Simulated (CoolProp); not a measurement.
C2F6 (R116) at several states: Z from the reference equation and from simpler models built on Tc = 293.0 K, pc = 30.48 bar, ω = 0.257; each cubic takes its own stable root.

Computed with CoolProp (reference Helmholtz-energy equation of state, Lemmon 2006). It is a short technical equation, of lower accuracy than the large ones.

| T (K) | p (bar) | phase | reference | van der Waals | Redlich-Kwong |
|---|---|---|---|---|---|
| 245.5 | 29.1 | liquid | 0.1434 | 0.2207 | 0.1598 |
| 334.5 | 3.2 | gas | 0.9777 | 0.9771 | 0.9755 |
| 268.2 | 17.2 | liquid | 0.08994 | 0.7280 | 0.6709 |
| 183.4 | 0.387 | gas | 0.9793 | 0.9887 | 0.9840 |

At some of these states van der Waals, Redlich-Kwong gives the other phase, because its saturation line lies elsewhere.
